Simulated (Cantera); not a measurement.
Charge: 1 mol c-C₄F₈, 0.18 mol Si, 0.043 mol H₂, equilibrated at 1.50 Pa.

Equilibrium computed with Cantera from the NASA thermochemical tables; the gas is ideal and each condensed phase is pure. Candidate condensed phases: C, C₆H₆, C₇H₈, C₈H₁₈, Si, SiC; 113 gas species. The feed counts by its element totals alone. The tables' values for SiF₃ are old estimates; treat these amounts as uncertain. Gases not in the tables: C₂F₆ and larger saturated fluorocarbons. The numbers say what is thermodynamically allowed, not how fast it happens. All values below are at 1652 °C.

Base state: F 0.763, CF₂ 0.177, SiF₄ 0.0294, HF 0.0141, CF₄ 0.0137, CF 0.00241, CF₃ 0.00110, SiF₃ 1.91e-5 (mole fractions); condensed: C(graphite).

### Question
What changes in the equilibrium state with this change: H₂ from 0.043 to 0.35 mol?

### Answer
| species | before | after |
|---|---|---|
| F | 0.763 | 0.700 |
| CF₂ | 0.177 | 0.149 |
| HF | 0.0141 | 0.111 |
| CF₄ | 0.0137 | 0.00969 |
| SiF₄ | 0.0294 | 0.0284 |
| CF₃ | 0.00110 | 0.000850 |
| CF | 0.00241 | 0.00221 |
| SiF₃ | 1.91e-5 | 2.02e-5 |
| C(graphite), mol | 2.82 | 2.98 |
